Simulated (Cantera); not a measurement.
# Transport properties of process gases

Gas mixture: 100 % H₂, at 0.0622 atm, frozen composition.

Cantera's kinetic-theory transport with the Lennard-Jones parameters of GRI-Mech 3.0, ideal gas; thermal conductivity in the mixture-averaged form.

```json
[
 {"T (K)": "400", "ρ (kg/m³)": "0.00382", "cp (J/kg/K)": "14520", "μ (µPa s)": "10.9", "λ (mW/m/K)": "229", "Pr": "0.689", "D (cm²/s) NH₃": "21.7", "D (cm²/s) H₂": "0.000", "D (cm²/s) H₂O": "23.4"},
 {"T (K)": "650", "ρ (kg/m³)": "0.00235", "cp (J/kg/K)": "14520", "μ (µPa s)": "14.9", "λ (mW/m/K)": "315", "Pr": "0.687", "D (cm²/s) NH₃": "50.8", "D (cm²/s) H₂": "0.000", "D (cm²/s) H₂O": "55.2"},
 {"T (K)": "900", "ρ (kg/m³)": "0.00170", "cp (J/kg/K)": "14870", "μ (µPa s)": "18.4", "λ (mW/m/K)": "396", "Pr": "0.691", "D (cm²/s) NH₃": "88.3", "D (cm²/s) H₂": "0.000", "D (cm²/s) H₂O": "96.5"},
 {"T (K)": "1150", "ρ (kg/m³)": "0.00133", "cp (J/kg/K)": "15270", "μ (µPa s)": "21.5", "λ (mW/m/K)": "477", "Pr": "0.689", "D (cm²/s) NH₃": "133", "D (cm²/s) H₂": "0.000", "D (cm²/s) H₂O": "146"},
 {"T (K)": "1400", "ρ (kg/m³)": "0.00109", "cp (J/kg/K)": "15800", "μ (µPa s)": "24.4", "λ (mW/m/K)": "559", "Pr": "0.690", "D (cm²/s) NH₃": "185", "D (cm²/s) H₂": "0.000", "D (cm²/s) H₂O": "203"},
 {"T (K)": "1650", "ρ (kg/m³)": "0.000926", "cp (J/kg/K)": "16320", "μ (µPa s)": "27.2", "λ (mW/m/K)": "641", "Pr": "0.692", "D (cm²/s) NH₃": "244", "D (cm²/s) H₂": "0.000", "D (cm²/s) H₂O": "268"},
 {"T (K)": "1900", "ρ (kg/m³)": "0.000804", "cp (J/kg/K)": "16810", "μ (µPa s)": "29.8", "λ (mW/m/K)": "722", "Pr": "0.693", "D (cm²/s) NH₃": "308", "D (cm²/s) H₂": "0.000", "D (cm²/s) H₂O": "339"},
 {"T (K)": "2150", "ρ (kg/m³)": "0.000710", "cp (J/kg/K)": "17250", "μ (µPa s)": "32.2", "λ (mW/m/K)": "802", "Pr": "0.694", "D (cm²/s) NH₃": "378", "D (cm²/s) H₂": "0.000", "D (cm²/s) H₂O": "416"},
 {"T (K)": "2400", "ρ (kg/m³)": "0.000636", "cp (J/kg/K)": "17640", "μ (µPa s)": "34.6", "λ (mW/m/K)": "880", "Pr": "0.694", "D (cm²/s) NH₃": "454", "D (cm²/s) H₂": "0.000", "D (cm²/s) H₂O": "499"}
]
```
D: mixture-averaged diffusion coefficient of that species in the mixture.
